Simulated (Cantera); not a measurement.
An isothermal, constant-pressure homogeneous reactor starts with 8.33 % H2, 91.6 % O2, 0.101 % H2O, equivalence ratio 0.045, at 1450 K and 0.00220 bar.

Model: the H2/O2 subset of GRI-Mech 3.0, which has no nitrogen chemistry, integrated in Cantera. Radical loss at walls, strong at low pressure, is not modelled. The temperature is held fixed by assumption; the heat of reaction is taken as removed at once.

Problem. Predict: x(H2) at 6.00 s; x(O2) at 6.00 s; x(HO2) at 6.00 s; x(OH) at 6.00 s; x(H2O2) at 6.00 s; x(H2O) at 6.00 s.

Solution. 
| Item | Value |
|---|---|
| x(H2) at 6.00 s | 0.000304 (gas-phase equilibrium 1.87e-6) |
| x(O2) at 6.00 s | 0.903 (gas-phase equilibrium 0.912) |
| x(HO2) at 6.00 s | 2.02e-7 (gas-phase equilibrium 8.19e-8) |
| x(OH) at 6.00 s | 0.00396 (gas-phase equilibrium 0.000312) |
| x(H2O2) at 6.00 s | 6.62e-9 (gas-phase equilibrium 6.06e-10) |
| x(H2O) at 6.00 s | 0.0850 (gas-phase equilibrium 0.0878) |
